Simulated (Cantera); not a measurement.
A perfectly stirred reactor is fed with NH3 : H2 = 1 : 0.24 (molar parts), at 13300 Pa; it is held at 1973 K, and followed from long to short residence time.

Model: the gas-phase N/H chemistry of the illustrative SiF4/NH3 mechanism in the Surface Chemkin manual (1991), integrated in Cantera. Walls and surfaces, which speed up NH3 decomposition in real reactors, are not modelled.

x: mole fraction; the columns are a selection and need not sum to one.

| τ (s) | x NH3 | x H2 | x N2H2 | x N2H4 | x NH2 | x N |
|---|---|---|---|---|---|---|
| 1.1 | 0.145 | 0.671 | [?] | 7.92e-9 | 0.000321 | 7.04e-7 |
| 0.52 | 0.251 | 0.594 | [?] | 1.65e-8 | 0.000463 | 6.74e-7 |
| 0.25 | 0.388 | 0.496 | [?] | 2.93e-8 | 0.000617 | 6.30e-7 |
| 0.12 | 0.530 | 0.393 | [?] | 4.43e-8 | 0.000758 | 5.76e-7 |
| 0.057 | 0.646 | 0.309 | [?] | 5.77e-8 | 0.000866 | 5.20e-7 |
| 0.027 | 0.722 | 0.254 | 5.16e-6 | 6.67e-8 | 0.000931 | 4.72e-7 |
| 0.013 | 0.764 | 0.224 | 5.52e-6 | 7.10e-8 | 0.000960 | 4.34e-7 |
| 0.0061 | 0.786 | 0.208 | 5.49e-6 | 7.09e-8 | 0.000960 | 3.96e-7 |
| 0.0029 | 0.797 | 0.200 | [?] | 6.60e-8 | 0.000925 | 3.46e-7 |

Task: Complete the blanks.

Result: 
- 1.1, x N2H2: 6.41e-7
- 0.52, x N2H2: 1.25e-6
- 0.25, x N2H2: 2.16e-6
- 0.12, x N2H2: 3.30e-6
- 0.057, x N2H2: 4.39e-6
- 0.0029, x N2H2: 5.03e-6
